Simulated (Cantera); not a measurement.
# Cu₂O + H₂ + N₂ (hydrogen reduction and annealing atmospheres)

Charge: 1 mol Cu₂O, 3.4 mol H₂, 1.9 mol N₂, equilibrated at 80.0 Pa.

Equilibrium computed with Cantera from the NASA thermochemical tables; the gas is ideal and each condensed phase is pure. Candidate condensed phases: Cu, CuO, Cu(OH)₂, Cu₂O, H₂O; 27 gas species. Kinetics and transport are ignored.

From 1025 K to 1325 K the condensed part is Cu(s). From 1400 K to 1625 K the condensed part is Cu(l). The main Cu-bearing gas is Cu throughout.

```json
[
 {"T (K)": "1025", "log p H₂": "-3.44", "log p N₂": "-3.54", "log p H₂O": "-3.82", "log p Cu": "-10.38", "log p H": "-10.08", "log p Cu₂": "<-15", "log p OH": "-13.04", "log p NO": "<-15", "n Cu(s)": "2.00", "n Cu(l)": "0"},
 {"T (K)": "1100", "log p H₂": "-3.44", "log p N₂": "-3.54", "log p H₂O": "-3.82", "log p Cu": "-9.23", "log p H": "-9.31", "log p Cu₂": "-14.32", "log p OH": "-12.04", "log p NO": "-14.71", "n Cu(s)": "2.00", "n Cu(l)": "0"},
 {"T (K)": "1175", "log p H₂": "-3.44", "log p N₂": "-3.54", "log p H₂O": "-3.82", "log p Cu": "-8.22", "log p H": "-8.63", "log p Cu₂": "-12.89", "log p OH": "-11.17", "log p NO": "-13.68", "n Cu(s)": "2.00", "n Cu(l)": "0"},
 {"T (K)": "1250", "log p H₂": "-3.44", "log p N₂": "-3.54", "log p H₂O": "-3.82", "log p Cu": "-7.33", "log p H": "-8.04", "log p Cu₂": "-11.64", "log p OH": "-10.40", "log p NO": "-12.77", "n Cu(s)": "2.00", "n Cu(l)": "0"},
 {"T (K)": "1325", "log p H₂": "-3.44", "log p N₂": "-3.54", "log p H₂O": "-3.82", "log p Cu": "-6.55", "log p H": "-7.51", "log p Cu₂": "-10.53", "log p OH": "-9.72", "log p NO": "-11.97", "n Cu(s)": "2.00", "n Cu(l)": "0"},
 {"T (K)": "1400", "log p H₂": "-3.44", "log p N₂": "-3.54", "log p H₂O": "-3.82", "log p Cu": "-5.87", "log p H": "-7.03", "log p Cu₂": "-9.58", "log p OH": "-9.12", "log p NO": "-11.25", "n Cu(s)": "0", "n Cu(l)": "1.99"},
 {"T (K)": "1475", "log p H₂": "-3.44", "log p N₂": "-3.55", "log p H₂O": "-3.82", "log p Cu": "-5.27", "log p H": "-6.61", "log p Cu₂": "-8.75", "log p OH": "-8.57", "log p NO": "-10.60", "n Cu(s)": "0", "n Cu(l)": "1.96"},
 {"T (K)": "1550", "log p H₂": "-3.45", "log p N₂": "-3.55", "log p H₂O": "-3.83", "log p Cu": "-4.73", "log p H": "-6.23", "log p Cu₂": "-8.00", "log p OH": "-8.08", "log p NO": "-10.02", "n Cu(s)": "0", "n Cu(l)": "1.87"},
 {"T (K)": "1625", "log p H₂": "-3.47", "log p N₂": "-3.58", "log p H₂O": "-3.85", "log p Cu": "-4.24", "log p H": "-5.89", "log p Cu₂": "-7.33", "log p OH": "-7.64", "log p NO": "-9.50", "n Cu(s)": "0", "n Cu(l)": "1.59"}
]
```
log p: log10 of the partial pressure in bar; n: condensed amount in mol.
